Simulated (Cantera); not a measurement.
A closed system holds: 1 mol SiC, 0.021 mol O₂, 43 mol N₂, held at 1902 °C and 150 Pa.

These are equilibrium values from Cantera (NASA tables, ideal gas, pure condensed phases), not measurements of a reactor. Candidate condensed phases: C, Si, SiC, SiO₂, Si₂N₂O, Si₃N₄; 34 gas species. The tables' values for SiN are old estimates; treat these amounts as uncertain. Kinetics and transport are ignored.

Base state: N₂ 0.977, Si 0.0189, SiC₂ 0.00165, Si₂C 0.00100, CO 0.000942, SiN 0.000128, CN 0.000117, Si₂ 2.82e-5 (mole fractions); condensed: C(graphite).

Task: What changes in the equilibrium state with this change: temperature from 1902 °C to 1325 °C?

Result: 
| species | before | after |
|---|---|---|
| N₂ | 0.977 | 0.999 |
| CO | 0.000942 | 0.000494 |
| SiO | 1.26e-5 | 0.000482 |
| Si | 0.0189 | 1.20e-5 |
| SiC₂ | 0.00165 | <1e-9 |
| CN | 0.000117 | 1.10e-9 |
| Si₂C | 0.00100 | 3.77e-8 |
| Si₂ | 2.82e-5 | 5.68e-9 |
| C(graphite), mol | 0.764 | 0 |
| SiC(s), mol | 0 | 0.979 |
